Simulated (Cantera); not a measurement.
A Cantera script and its output.

```python
import numpy as np
import cantera as ct

gas = ct.Solution("gri30.yaml", transport_model="mixture-averaged")
show = ['OH', 'H2', 'CH4']

rows = []
print(f"{'T/K':>7s}{'rho':>11s}{'cp':>10s}{'mu':>11s}{'lambda':>11s}{'Pr':>7s}" + "".join(f"{'D_' + s:>11s}" for s in show))
for T in [400, 550, 700, 850, 1000, 1150, 1300, 1450]:
    gas.TPX = T, 120000, {'O2': 0.34, 'H2O': 0.29}
    Pr = gas.cp_mass * gas.viscosity / gas.thermal_conductivity
    D = [gas.mix_diff_coeffs_mole[gas.species_index(s)] for s in show]
    rows.append([gas.density, gas.cp_mass, gas.viscosity, gas.thermal_conductivity, Pr, *D])
    print(f"{T:7g}{gas.density:11.4e}{gas.cp_mass:10.1f}{gas.viscosity:11.4e}"
          f"{gas.thermal_conductivity:11.4e}{Pr:7.3f}" + "".join(f"{d:11.4e}" for d in D))
print("SI units: kg/m3, J/kg/K, Pa s, W/m/K, m2/s")
```

Result:

```
    T/K        rho        cp         mu     lambda     Pr       D_OH       D_H2      D_CH4
    400 9.2230e-01    1253.1 2.0351e-05 3.5263e-02  0.723 4.8640e-05 1.1622e-04 3.2633e-05
    550 6.7076e-01    1310.8 2.6699e-05 4.8838e-02  0.717 8.5048e-05 2.0127e-04 5.8129e-05
    700 5.2703e-01    1372.0 3.2603e-05 6.2818e-02  0.712 1.2881e-04 3.0322e-04 8.9040e-05
    850 4.3402e-01    1428.0 3.8145e-05 7.6961e-02  0.708 1.7924e-04 4.2060e-04 1.2482e-04
   1000 3.6892e-01    1480.1 4.3385e-05 9.1083e-02  0.705 2.3586e-04 5.5235e-04 1.6507e-04
   1150 3.2080e-01    1527.9 4.8369e-05 1.0507e-01  0.703 2.9832e-04 6.9764e-04 2.0951e-04
   1300 2.8378e-01    1571.5 5.3131e-05 1.1887e-01  0.702 3.6631e-04 8.5582e-04 2.5792e-04
   1450 2.5443e-01    1611.4 5.7699e-05 1.3245e-01  0.702 4.3960e-04 1.0264e-03 3.1012e-04
SI units: kg/m3, J/kg/K, Pa s, W/m/K, m2/s
```

Computed with Cantera and GRI-Mech 3.0 (53 species, 325 reactions). Polar gases are described roughly by these parameters.
